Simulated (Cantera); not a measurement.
An adiabatic, constant-volume homogeneous reactor starts with CO : H2 : CH4 : O2 : N2 = 1 : 0.33 : 0.98 : 4.45 : 39.6 (molar parts), at 1648 K and 1.00 bar. Integrator tolerance rtol = 1e-08.

Detailed kinetics in Cantera: GRI-Mech 3.0 (53 species, 325 reactions).

Q: What does this change do: CO 1 to 0.53 parts?

A: 
```
quantity                                                              before                                      after
---------------------------------  -----------------------------------------  -----------------------------------------
time of steepest temperature rise                                   0.214 ms                                   0.219 ms
temperature at 9.00 s                                                 2394 K                                     2335 K
equilibrium temperature                                               2394 K                                     2335 K
x(CO) at 9.00 s                      0.00357 (gas-phase equilibrium 0.00357)    0.00188 (gas-phase equilibrium 0.00188)
x(H2) at 9.00 s                    0.000719 (gas-phase equilibrium 0.000719)  0.000505 (gas-phase equilibrium 0.000505)
x(CH4) at 9.00 s                       <1e-12 (gas-phase equilibrium <1e-12)      <1e-12 (gas-phase equilibrium <1e-12)
x(HCN) at 9.00 s                   4.11e-12 (gas-phase equilibrium 4.11e-12)  1.24e-12 (gas-phase equilibrium 1.24e-12)
x(H2O) at 9.00 s                       0.0469 (gas-phase equilibrium 0.0469)      0.0479 (gas-phase equilibrium 0.0479)
x(H) at 9.00 s                     0.000348 (gas-phase equilibrium 0.000348)  0.000221 (gas-phase equilibrium 0.000221)
```

Q: What does this change do: pressure from 1.00 bar to 13.0 bar?

A: 
```json
[
 {"quantity": "time of steepest temperature rise", "before": "0.214 ms", "after": "27.6 µs"},
 {"quantity": "temperature at 9.00 s", "before": "2394 K", "after": "2434 K"},
 {"quantity": "equilibrium temperature", "before": "2394 K", "after": "2434 K"},
 {"quantity": "x(CO) at 9.00 s", "before": "0.00357 (gas-phase equilibrium 0.00357)", "after": "0.00133 (gas-phase equilibrium 0.00133)"},
 {"quantity": "x(H2) at 9.00 s", "before": "0.000719 (gas-phase equilibrium 0.000719)", "after": "0.000256 (gas-phase equilibrium 0.000256)"},
 {"quantity": "x(CH4) at 9.00 s", "before": "<1e-12 (gas-phase equilibrium <1e-12)", "after": "<1e-12 (gas-phase equilibrium <1e-12)"},
 {"quantity": "x(HCN) at 9.00 s", "before": "4.11e-12 (gas-phase equilibrium 4.11e-12)", "after": "4.12e-12 (gas-phase equilibrium 4.12e-12)"},
 {"quantity": "x(H2O) at 9.00 s", "before": "0.0469 (gas-phase equilibrium 0.0469)", "after": "0.0485 (gas-phase equilibrium 0.0485)"},
 {"quantity": "x(H) at 9.00 s", "before": "0.000348 (gas-phase equilibrium 0.000348)", "after": "6.92e-5 (gas-phase equilibrium 6.92e-5)"}
]
```
The pressure lies above the range GRI-Mech 3.0 was tuned for (to about 10 atm).
